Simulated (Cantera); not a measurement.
Stirred combustor or abatement burner

A perfectly stirred reactor is fed with 8.33 % CH4, 10.4 % O2, 79.1 % N2, 2.16 % CO2, at 100000 Pa; it is adiabatic with a 450 K inlet, and is followed from long to short residence time, starting on the burning branch (τ in s: 0.17, 0.078, 0.035, 0.016, 0.0071, 0.0032, 0.0014, 0.00064, 0.00029, 0.00013, 5.9e-05, 2.6e-05, 1.2e-05).

Detailed kinetics in Cantera: GRI-Mech 3.0 (53 species, 325 reactions).

| τ (s) | T (K) | x CH4 | x O2 | x HCN | x CH3 | x CH2 | x C2H4 |
|---|---|---|---|---|---|---|---|
| 0.17 | 1392 | 0.0101 | 0.00563 | 7.33e-8 | 8.57e-5 | 5.38e-8 | 0.000902 |
| 0.078 | 450 | 0.0833 | 0.104 | <1e-12 | <1e-12 | <1e-12 | <1e-12 |
| 0.035 | 450 | 0.0833 | 0.104 | <1e-12 | <1e-12 | <1e-12 | <1e-12 |
| 0.016 | 450 | 0.0833 | 0.104 | <1e-12 | <1e-12 | <1e-12 | <1e-12 |
| 0.0071 | 450 | 0.0833 | 0.104 | <1e-12 | <1e-12 | <1e-12 | <1e-12 |
| 0.0032 | 450 | 0.0833 | 0.104 | <1e-12 | <1e-12 | <1e-12 | <1e-12 |
| 0.0014 | 450 | 0.0833 | 0.104 | <1e-12 | <1e-12 | <1e-12 | <1e-12 |
| 0.00064 | 450 | 0.0833 | 0.104 | <1e-12 | <1e-12 | <1e-12 | <1e-12 |
| 0.00029 | 450 | 0.0833 | 0.104 | <1e-12 | <1e-12 | <1e-12 | <1e-12 |
| 0.00013 | 450 | 0.0833 | 0.104 | <1e-12 | <1e-12 | <1e-12 | <1e-12 |
| 5.9e-5 | 450 | 0.0833 | 0.104 | <1e-12 | <1e-12 | <1e-12 | <1e-12 |
| 2.6e-5 | 450 | 0.0833 | 0.104 | <1e-12 | <1e-12 | <1e-12 | <1e-12 |
| 1.2e-5 | 450 | 0.0833 | 0.104 | <1e-12 | <1e-12 | <1e-12 | <1e-12 |
x: mole fraction; the columns are a selection and need not sum to one.
